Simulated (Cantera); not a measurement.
A freely propagating, adiabatic, planar premixed flame of H₂ : O₂ : N₂ : H₂O = 1 : 0.417 : 1.13 : 0.081 (molar parts), equivalence ratio 1.2, unburnt at 398 K and 210 Torr; mixture-averaged transport, grid criteria slope 0.08 and curve 0.16, no radiation.

Computed with Cantera and the H2/O2 subset of GRI-Mech 3.0, which has no nitrogen chemistry. Burning velocities carry a grid error of a few per cent, more on coarse grids.

x: mole fraction of selected species; z is measured from the peak of heat release.

| z (mm) | T (K) | u (m/s) | x H₂ | x O₂ | x H₂O | x OH | x HO₂ | x H₂O₂ |
|---|---|---|---|---|---|---|---|---|
| -5.73 | 398 | 4.65 | 0.381 | 0.159 | 0.0308 | <1e-8 | <1e-8 | <1e-8 |
| -3.82 | 398 | 4.65 | 0.381 | 0.159 | 0.0308 | <1e-8 | <1e-8 | <1e-8 |
| -2.86 | 398 | 4.65 | 0.381 | 0.159 | 0.0308 | <1e-8 | <1e-8 | <1e-8 |
| -1.91 | 398 | 4.65 | 0.381 | 0.159 | 0.0308 | <1e-8 | <1e-8 | <1e-8 |
| -0.954 | 400 | 4.67 | 0.380 | 0.159 | 0.0309 | 2.17e-6 | 3.38e-5 | 5.91e-7 |
| -0.477 | 596 | 6.81 | 0.353 | 0.156 | 0.0448 | 0.000962 | 0.000160 | 3.77e-5 |
| 0 | 1107 | 12.2 | 0.222 | 0.114 | 0.144 | 0.00296 | 4.38e-5 | 1.89e-6 |
| 0.477 | 1442 | 15.6 | 0.100 | 0.0390 | 0.278 | 0.00977 | 1.31e-5 | 1.69e-6 |
| 0.954 | (withheld) | 17.0 | 0.0835 | (withheld) | 0.305 | (withheld) | (withheld) | (withheld) |
| 1.91 | 1733 | 18.5 | 0.0858 | 0.0199 | 0.314 | 0.0165 | 5.07e-6 | 6.42e-7 |
| 3.82 | (withheld) | 20.0 | 0.0884 | (withheld) | 0.325 | 0.0190 | (withheld) | (withheld) |
| 7.63 | 2065 | 21.4 | 0.0888 | 0.0131 | 0.338 | 0.0205 | 2.48e-6 | 1.80e-7 |
| 15.3 | 2226 | 22.8 | 0.0872 | 0.00951 | 0.353 | 0.0202 | 1.73e-6 | 1.14e-7 |

Task: Complete the blanks.

Result: 
- 0.954, T (K): 1582
- 0.954, x O₂: 0.0240
- 0.954, x OH: 0.0133
- 0.954, x HO₂: 7.19e-6
- 0.954, x H₂O₂: 1.17e-6
- 3.82, T (K): 1897
- 3.82, x O₂: 0.0166
- 3.82, x HO₂: 3.60e-6
- 3.82, x H₂O₂: 3.32e-7
